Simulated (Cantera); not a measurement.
Charge: 1 mol C₂H₆, 4.7 mol CO₂, equilibrated at 673 K and 7.20 mbar.

Cantera equilibrium calculation (NASA polynomials, part measured and part estimated; ideal gas, pure solids and liquids). Candidate condensed phases: C, C₆H₆, C₇H₈, C₈H₁₈, H₂O; 110 gas species. The numbers say what is thermodynamically allowed, not how fast it happens.

Base state: CO₂ 0.527, H₂ 0.248, H₂O 0.144, CO 0.0742, CH₄ 0.00677 (mole fractions); condensed: C(graphite).

What changes in the equilibrium state with this change: C₂H₆ replaced by C₂H₄?


| species | before | after |
|---|---|---|
| CO₂ | 0.527 | 0.619 |
| H₂ | 0.248 | 0.183 |
| H₂O | 0.144 | 0.115 |
| CO | 0.0742 | 0.0804 |
| CH₄ | 0.00677 | 0.00366 |
| C(graphite), mol | 2.21 | 2.09 |
